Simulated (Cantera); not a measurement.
Input: 1 mol Si₃N₄, 0.01 mol N₂O, 62 mol H₂, equilibrated at 13.3 mbar.

These are equilibrium values from Cantera (NASA tables, ideal gas, pure condensed phases), not measurements of a reactor. Candidate condensed phases: H₂O, Si, SiO₂, Si₂N₂O, Si₃N₄; 35 gas species. Gases not in the tables: Si₂H₆ and higher silanes. Equilibrium is a limit: real reactors are often held back by kinetics, nucleation or transport.

Over these rows the condensed part is Si(l). Partial pressures as log10 of bar:

```json
[
 {"T (K)": "1723", "1000/T (1/K)": "0.5804", "log p Si": "-6.01", "log p H₂": "-1.89", "log p N₂": "-3.38"},
 {"T (K)": "1773", "1000/T (1/K)": "0.5640", "log p Si": "?", "log p H₂": "-1.89", "log p N₂": "-3.38"},
 {"T (K)": "1823", "1000/T (1/K)": "0.5485", "log p Si": "-5.35", "log p H₂": "-1.89", "log p N₂": "-3.38"},
 {"T (K)": "1873", "1000/T (1/K)": "0.5339", "log p Si": "-5.05", "log p H₂": "-1.89", "log p N₂": "-3.38"},
 {"T (K)": "1923", "1000/T (1/K)": "0.5200", "log p Si": "-4.77", "log p H₂": "-1.89", "log p N₂": "-3.38"},
 {"T (K)": "1973", "1000/T (1/K)": "0.5068", "log p Si": "-4.50", "log p H₂": "-1.90", "log p N₂": "-3.38"}
]
```

Question: Fit log p(Si) = a + b·(1000/T) to the five rows, give the apparent enthalpy, and predict the row at 1773 K.

Answer: Means: 1000/T = 0.5379, log p = -5.136. Sxy = -0.066088, Sxx = 0.0032222, so b = -20.51 and a = -5.136 − (-20.51)×0.5379 = 5.90.
Apparent enthalpy: −19.145 × (-20.51) = 393 kJ/mol. The condensed phases alone fix this pressure, through Si(l) = Si(g), so the slope is that reaction's ΔH° and the other gases don't enter. The five rows lie within 0.01 of the line.
Prediction at 1773 K: 5.90 + (-20.51)×0.5640 = -5.67. The computed value is -5.67, 0.00 from the line.
